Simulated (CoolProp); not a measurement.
Vapour-liquid equilibrium of benzene (1) + ethylbenzene (2) at 483 kPa; x and y are mole fractions of (1).

Values from CoolProp's multi-fluid Helmholtz-energy mixture model, Thol 2012 and Zhou 2012; pair parameters Bell 2016.

```csv
x,"bubble temperature, mixture model (°C)","bubble temperature, Raoult's law (°C)","y, mixture model","y, Raoult's law"
0.05,201.5,200.1,0.116,0.149
0.15,193.0,189.8,___,0.378
0.25,185.0,181.1,0.479,0.542
0.35,177.6,173.5,0.610,0.663
0.45,170.6,166.8,0.715,0.754
0.55,164.1,161.0,0.799,0.824
0.65,158.1,155.7,0.865,0.879
0.75,152.6,151.0,___,0.923
0.85,___,146.7,___,0.959
0.95,143.1,142.8,0.987,0.987
```

Problem. Complete the blanks.

Solution. 
- 0.15, y, mixture model: 0.316
- 0.75, y, mixture model: 0.916
- 0.85, bubble temperature, mixture model (°C): 147.6
- 0.85, y, mixture model: 0.957

The largest gap from Raoult's law is +4.1 K in bubble temperature, at x = 0.35. No azeotrope shows between x = 0.05 and 0.95.

The pair parameters rest on a limited set of measurements; away from them the model extrapolates.
